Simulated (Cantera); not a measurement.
An adiabatic, constant-pressure homogeneous reactor starts with 9.76 % CO, 12.7 % H2, 3.71 % CH4, 15.5 % O2, 58.3 % N2, equivalence ratio 1.2, at 1425 K and 0.661 atm.

Computed with Cantera and GRI-Mech 3.0 (53 species, 325 reactions).

Q: Predict: time of steepest temperature rise; temperature at 0.100 s; equilibrium temperature; x(CO) at 0.100 s; x(H2) at 0.100 s; x(HO2) at 0.100 s.

A: 
- time of steepest temperature rise = 68.2 µs
- temperature at 0.100 s = 2746 K
- equilibrium temperature = 2746 K
- x(CO) at 0.100 s = 0.0787 (gas-phase equilibrium 0.0787)
- x(H2) at 0.100 s = 0.0302 (gas-phase equilibrium 0.0302)
- x(HO2) at 0.100 s = 3.74e-6 (gas-phase equilibrium 3.74e-6)
